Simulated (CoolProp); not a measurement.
Vapour-liquid equilibrium of R143a (1) + R134a (2) at -79.65 °C; x and y are mole fractions of (1).

Values from CoolProp's multi-fluid Helmholtz-energy mixture model, Lemmon and Jacobsen 2000 and Tillner-Roth 1994; pair parameters Lemmon 2004.

| x | bubble pressure, mixture model (MPa) | bubble pressure, Raoult's law (MPa) | y, mixture model | y, Raoult's law |
|---|---|---|---|---|
| 0.05 | 0.004370 | 0.004395 | 0.178 | 0.183 |
| 0.125 | 0.005270 | 0.005319 | 0.372 | 0.378 |
| 0.2 | 0.006185 | 0.006244 | 0.511 | 0.516 |
| 0.275 | 0.007109 | 0.007168 | 0.614 | 0.618 |
| 0.35 | 0.008038 | 0.008092 | 0.694 | 0.696 |
| 0.425 | 0.008971 | 0.009016 | 0.758 | 0.759 |
| 0.5 | 0.009904 | 0.009940 | 0.809 | 0.810 |
| 0.575 | 0.01084 | 0.01086 | 0.852 | 0.852 |
| 0.65 | 0.01177 | 0.01179 | 0.887 | 0.888 |
| 0.725 | 0.01270 | 0.01271 | 0.918 | 0.918 |
| 0.8 | 0.01362 | 0.01364 | 0.944 | 0.945 |
| 0.875 | 0.01455 | 0.01456 | 0.967 | 0.968 |
| 0.95 | 0.01548 | 0.01549 | 0.988 | 0.988 |

The largest gap from Raoult's law is -0.9 % in bubble pressure, at x = 0.2. No azeotrope shows between x = 0.05 and 0.95.

Pair parameters are fitted to limited data, so mixtures are less certain than the pure fluids.
